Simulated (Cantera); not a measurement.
A freely propagating, adiabatic, planar premixed flame of H₂ : O₂ : N₂ : H₂O = 1 : 0.192 : 0.723 : 0.051 (molar parts), unburnt at 300 K and 12000 Pa; mixture-averaged transport, grid criteria slope 0.08 and curve 0.16, no radiation.

Cantera simulation using the H2/O2 subset of GRI-Mech 3.0, which has no nitrogen chemistry; the numbers are that mechanism's predictions, not measurements. Burning velocities carry a grid error of a few per cent, more on coarse grids.

**Question.** What does this change do: N2 0.723 to 0.58 parts?

**Answer.** 
| quantity | before | after |
|---|---|---|
| laminar burning velocity | 204 cm/s | 237 cm/s |
| thermal thickness | 5.65 mm | 5.57 mm |
| peak x(H) | 0.0832 | 0.0964 |
| peak x(H₂O₂) | 3.72e-5 | 3.99e-5 |
| peak x(O) | 0.00177 | 0.00216 |

**Question.** What does this change do: N2 0.723 to 0.93 parts?

**Answer.** 
```csv
quantity,before,after
laminar burning velocity,204 cm/s,166 cm/s
thermal thickness,5.65 mm,5.73 mm
peak x(H),0.0832,0.0672
peak x(H₂O₂),3.72e-5,3.35e-5
peak x(O),0.00177,0.00134
```
